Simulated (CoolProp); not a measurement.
Vapour-liquid equilibrium of R22 (1) + R152A (2) at 257 K; x and y are mole fractions of (1).

The numbers come from the multi-fluid Helmholtz-energy mixture model, Kamei 1995 and Outcalt 1996; pair parameters Bell 2016 in CoolProp.

```csv
x,bubble pressure (MPa),y at the bubble point,dew pressure at overall composition x (MPa),liquid density (mol/L)
0.05,0.1471,0.082,0.1450,15.08
0.125,0.1552,0.197,0.1500,15.11
0.2,0.1637,0.303,[?],15.14
0.275,0.1725,[?],0.1613,15.17
0.35,0.1819,[?],[?],15.20
0.425,0.1918,0.575,0.1749,15.24
0.5,0.2022,0.652,0.1828,15.27
0.575,0.2132,0.722,0.1918,15.30
0.65,[?],0.786,0.2019,15.33
0.725,0.2368,0.843,[?],15.35
0.8,0.2492,[?],0.2276,15.38
0.875,0.2621,0.938,0.2445,15.40
0.95,0.2751,0.977,[?],15.42
```

### Question
What belongs in the gaps?

### Answer

- 0.2, dew pressure at overall composition x (MPa): 0.1554
- 0.275, y at the bubble point: 0.401
- 0.35, y at the bubble point: 0.492
- 0.35, dew pressure at overall composition x (MPa): 0.1678
- 0.65, bubble pressure (MPa): 0.2247
- 0.725, dew pressure at overall composition x (MPa): 0.2137
- 0.8, y at the bubble point: 0.894
- 0.95, dew pressure at overall composition x (MPa): 0.2658

No azeotrope shows between x = 0.05 and 0.95.

Pair parameters are fitted to limited data, so mixtures are less certain than the pure fluids.
